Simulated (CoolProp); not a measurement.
c-C4F8 (RC318) along the isotherm -21.45 °C: Z from the reference equation and from simpler models built on Tc = 115.2 °C, pc = 2.778 MPa, ω = 0.355; each cubic takes its own stable root.

Computed with CoolProp (reference Helmholtz-energy equation of state, Platzer 1990). This equation is an older, rougher fit; its heat capacities, sound speeds and derivatives of the liquid may be far off and weren't checked against measurements.

```json
[
 {"p (MPa)": "1.85", "phase": "liquid", "reference": "0.1055", "van der Waals": "0.1698", "Peng-Robinson": "0.09880"},
 {"p (MPa)": "3.7", "phase": "liquid", "reference": "0.2103", "van der Waals": "0.3338", "Peng-Robinson": "0.1966"},
 {"p (MPa)": "5.56", "phase": "liquid", "reference": "0.3148", "van der Waals": "0.4945", "Peng-Robinson": "0.2939"},
 {"p (MPa)": "7.41", "phase": "liquid", "reference": "0.4181", "van der Waals": "0.6512", "Peng-Robinson": "0.3899"},
 {"p (MPa)": "9.26", "phase": "liquid", "reference": "0.5207", "van der Waals": "0.8052", "Peng-Robinson": "0.4851"},
 {"p (MPa)": "11.1", "phase": "liquid", "reference": "0.6221", "van der Waals": "0.9564", "Peng-Robinson": "0.5791"},
 {"p (MPa)": "13", "phase": "liquid", "reference": "0.7263", "van der Waals": "1.111", "Peng-Robinson": "0.6756"},
 {"p (MPa)": "14.8", "phase": "liquid", "reference": "0.8244", "van der Waals": "1.255", "Peng-Robinson": "0.7664"},
 {"p (MPa)": "16.7", "phase": "liquid", "reference": "0.9273", "van der Waals": "1.406", "Peng-Robinson": "0.8617"},
 {"p (MPa)": "18.5", "phase": "liquid", "reference": "1.024", "van der Waals": "1.549", "Peng-Robinson": "0.9515"},
 {"p (MPa)": "20.4", "phase": "liquid", "reference": "1.126", "van der Waals": "1.697", "Peng-Robinson": "1.046"},
 {"p (MPa)": "22.2", "phase": "liquid", "reference": "1.223", "van der Waals": "1.838", "Peng-Robinson": "1.135"},
 {"p (MPa)": "24.1", "phase": "liquid", "reference": "1.324", "van der Waals": "1.985", "Peng-Robinson": "1.228"}
]
```
